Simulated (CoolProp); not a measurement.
Vapour-liquid equilibrium of diethyl ether (1) + methanol (2) at 142.35 °C; x and y are mole fractions of (1).

Model: multi-fluid Helmholtz-energy mixture model, Thol 2014 and de Reuck 1993; pair parameters Bell 2016, in CoolProp.

| x | bubble pressure (MPa) | y at the bubble point | dew pressure at overall composition x (MPa) | liquid density (mol/L) |
|---|---|---|---|---|
| 0.05 | (withheld) | 0.103 | 1.199 | 19.10 |
| 0.2 | 1.451 | 0.311 | 1.339 | 15.63 |
| 0.35 | 1.578 | 0.444 | 1.491 | 13.03 |
| 0.5 | 1.652 | 0.552 | 1.621 | 11.05 |
| 0.65 | 1.683 | (withheld) | (withheld) | (withheld) |
| 0.8 | 1.668 | 0.779 | 1.662 | 8.361 |
| 0.95 | 1.595 | 0.935 | 1.586 | 7.463 |

Complete the blanks.


- 0.05, bubble pressure (MPa): 1.246
- 0.65, y at the bubble point: 0.658
- 0.65, dew pressure at overall composition x (MPa): 1.682
- 0.65, liquid density (mol/L): 9.531

y crosses x between x = 0.65 and 0.8: the model has an azeotrope there.

Pair parameters are fitted to limited data, so mixtures are less certain than the pure fluids.
